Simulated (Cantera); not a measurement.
An isothermal, constant-pressure homogeneous reactor starts with CO : O2 : H2O : N2 = 0.0094 : 0.0063 : 0.079 : 1 (molar parts), at 1523 K and 160000 Pa.

Model: GRI-Mech 3.0 (53 species, 325 reactions), integrated in Cantera.

One state of this run: x CO = 1.43e-6; x O2 = 0.00146; x H2O = 0.0725; x NO = 7.46e-7; x H = 4.39e-8; x OH = 2.23e-5; x HO2 = 5.80e-9. x: mole fraction; the columns are a selection and need not sum to one.

Question: Which value of t (s) does it belong to?
A) 0.0632
B) 10.0
C) 0.0307
D) 0.269

Answer: D, 0.269
